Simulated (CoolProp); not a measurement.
A single-stage vapour-compression cycle with R1336mzz(Z): evaporating at 324.15 K (dew point), condensing at 377.15 K (bubble point), superheat 10 K, subcooling 0 K, compressor efficiency 0.65, no pressure losses. Each further row changes one setting.

Values from CoolProp's reference Helmholtz-energy equation of state, McLinden 2020.

| case | cooling COP | pressure ratio | discharge temperature (K) | refrigerating effect (kJ/kg) | volumetric capacity (kJ/m³) |
|---|---|---|---|---|---|
| as stated | 2.79 | 4.19 | 380.6 | 94.4 | 1110 |
| evaporating temperature 329.15 K | [?] | 3.58 | 381.0 | 98.4 | 1340 |
| condensing temperature 372.15 K | [?] | [?] | [?] | 101 | 1190 |
| subcooling 5 K | 3.00 | 4.19 | 380.6 | 101 | 1190 |
| superheat 20 K | 2.93 | 4.19 | 390.5 | [?] | 1170 |
| compressor efficiency 0.55 | 2.36 | 4.19 | [?] | 94.4 | 1110 |

**Question.** Some entries are withheld; supply them.

**Answer.** 
- evaporating temperature 329.15 K, cooling COP: 3.25
- condensing temperature 372.15 K, cooling COP: 3.24
- condensing temperature 372.15 K, pressure ratio: 3.73
- condensing temperature 372.15 K, discharge temperature (K): 376.5
- superheat 20 K, refrigerating effect (kJ/kg): 104
- compressor efficiency 0.55, discharge temperature (K): 386.0
